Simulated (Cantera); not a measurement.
Charge: 1 mol Pb, 2.9 mol CO, 67 mol N₂.

Equilibrium computed with Cantera from the NASA thermochemical tables; the gas is ideal and each condensed phase is pure. Candidate condensed phases: C, Pb, PbO, PbO₂, Pb₃O₄; 27 gas species. Equilibrium is a limit: real reactors are often held back by kinetics, nucleation or transport.

Stable condensed phases, one row left out:

```
T in K \ P in Pa
              10      32     100     320    1000    3200   10000   32000  100000  320000 1000000
   1600        A       A       A       A       A       A       A       A       A       A       B
   1525        A       A       A       A       A       A       A       A       A       C       B
   1450        A       A       A       A       A       A       A       A       A       B       B
   1375        A       A       A       A       A       A       A       A       C       B       B
   1300        A       A       A       A       A       A       A       C       B       B       B
   1225        A       A       A       A       A       A       C       B       B       B       B
   1150        A       A       A       A       A       C       B       B       B       B       B
   1075        A       A       A       A       C       B       B       B       B       B       B
   1000        A       A       A       C       B       B       B       B       B       B       B
    925        A       C       B       B       B       B       B       B       B       B       B
    775        B       B       B       B       B       B       B       B       B       B       B
    700        B       B       B       B       B       B       B       B       B       B       B
```

A: gas only; B: C + Pb; C: Pb.

Problem. Give the row for 850 K.

Solution. 10: Pb; 32: C + Pb; 100: C + Pb; 320: C + Pb; 1000: C + Pb; 3200: C + Pb; 10000: C + Pb; 32000: C + Pb; 100000: C + Pb; 320000: C + Pb; 1000000: C + Pb.
